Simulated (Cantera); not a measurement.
Mixture: CO : H2 : O2 : N2 : H2O = 1 : 0.17 : 0.366 : 1.32 : 0.27 (molar parts), at 1.01 bar, adiabatic and at constant volume. Ignition delay is the time to a rise of 400 K.

Model: GRI-Mech 3.0 (53 species, 325 reactions), integrated in Cantera. Where the delays flatten at high temperature, the 400 K rule measures the pace of heat release, not the induction time.

Q: What does this change do: N2 1.32 to 2 parts?

A: 
| quantity | before | after |
|---|---|---|
| delay at 1023 K | 0.744 ms | 0.778 ms |
| delay at 1098 K | 0.205 ms | 0.241 ms |
| delay at 1173 K | 0.108 ms | 0.133 ms |
| delay at 1248 K | 71.5 µs | 90.0 µs |
| delay at 1323 K | 52.8 µs | 67.7 µs |
| delay at 1398 K | 41.9 µs | 54.7 µs |
| delay at 1473 K | 35.1 µs | 46.8 µs |
